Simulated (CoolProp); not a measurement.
Vapour-liquid equilibrium of CHF3 (R23) (1) + R22 (2) at 0.0118 MPa; x and y are mole fractions of (1).

Computed with CoolProp (multi-fluid Helmholtz-energy mixture model, Penoncello 2003 and Kamei 1995; pair parameters Bell 2016).

```json
[
 {"x": "0.05", "bubble temperature (K)": "187.1", "y at the bubble point": "0.467", "dew temperature at overall composition x (K)": "194.3", "liquid density (mol/L)": "17.88"},
 {"x": "0.15", "bubble temperature (K)": "178.0", "y at the bubble point": "0.772", "dew temperature at overall composition x (K)": "192.8", "liquid density (mol/L)": "18.47"},
 {"x": "0.25", "bubble temperature (K)": "172.9", "y at the bubble point": "0.871", "dew temperature at overall composition x (K)": "191.2", "liquid density (mol/L)": "18.94"},
 {"x": "0.35", "bubble temperature (K)": "169.7", "y at the bubble point": "0.916", "dew temperature at overall composition x (K)": "189.5", "liquid density (mol/L)": "19.38"},
 {"x": "0.45", "bubble temperature (K)": "167.5", "y at the bubble point": "0.940", "dew temperature at overall composition x (K)": "187.5", "liquid density (mol/L)": "19.80"},
 {"x": "0.55", "bubble temperature (K)": "165.8", "y at the bubble point": "0.956", "dew temperature at overall composition x (K)": "185.1", "liquid density (mol/L)": "20.22"},
 {"x": "0.65", "bubble temperature (K)": "164.5", "y at the bubble point": "0.968", "dew temperature at overall composition x (K)": "182.4", "liquid density (mol/L)": "20.64"},
 {"x": "0.75", "bubble temperature (K)": "163.3", "y at the bubble point": "0.978", "dew temperature at overall composition x (K)": "178.9", "liquid density (mol/L)": "21.07"},
 {"x": "0.85", "bubble temperature (K)": "162.3", "y at the bubble point": "0.986", "dew temperature at overall composition x (K)": "174.2", "liquid density (mol/L)": "21.52"},
 {"x": "0.95", "bubble temperature (K)": "161.3", "y at the bubble point": "0.995", "dew temperature at overall composition x (K)": "166.5", "liquid density (mol/L)": "21.99"}
]
```

No azeotrope shows between x = 0.05 and 0.95.

The pair parameters rest on a limited set of measurements; away from them the model extrapolates.
